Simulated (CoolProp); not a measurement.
A Linde-Hampson liquefier for oxygen: isothermal reversible compression at 200 K from 1 atm to 25 MPa, throttling to 1 atm, return gas leaving the recuperator 0 K below the feed. Each further row changes one setting.

Values from CoolProp's reference Helmholtz-energy equation of state, Schmidt 1985.

| case | liquid yield per pass | compression work (kJ/kg of gas) |
|---|---|---|
| as stated | 0.359 | 254 |
| high pressure 50 MPa | 0.372 | 287 |
| warm-end temperature 230 K | 0.256 | 307 |
| warm-end gap 5 K | 0.350 | 254 |
